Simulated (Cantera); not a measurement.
Feed: 1 mol Si3N4, 0.37 mol C, 1.6 mol H2, equilibrated at 2773 K and 1.50 bar.

Method: chemical equilibrium by Gibbs-energy minimisation in Cantera with the NASA 1993 tables (ideal gas, pure condensed phases). Candidate condensed phases: C, C6H6, C7H8, C8H18, Si, SiC, Si3N4; 105 gas species. Mutual solubility and eutectic melting of coexisting phases are not modelled. The tables' values for SiN are old estimates; treat these amounts as uncertain. Gases not in the tables: Si2H6 and higher silanes. The numbers say what is thermodynamically allowed, not how fast it happens.

Task: What is the equilibrium state?

Result: 
```json
{
  "x(N2)": "0.513",
  "x(H2)": "0.385",
  "x(H)": "0.0377",
  "x(HCN)": "0.0248",
  "x(Si)": "0.0199",
  "x(Si2C)": "0.00532",
  "x(HNC)": "0.00385",
  "x(SiH)": "0.00274",
  "x(C2H2 (acetylene))": "0.00213",
  "n(Si(l))": "2.64 mol",
  "n(SiC(s))": "0.209 mol",
  "gas_amount": "3.787 mol",
  "log10 activity of C(graphite) (absent)": "-0.37"
}
```
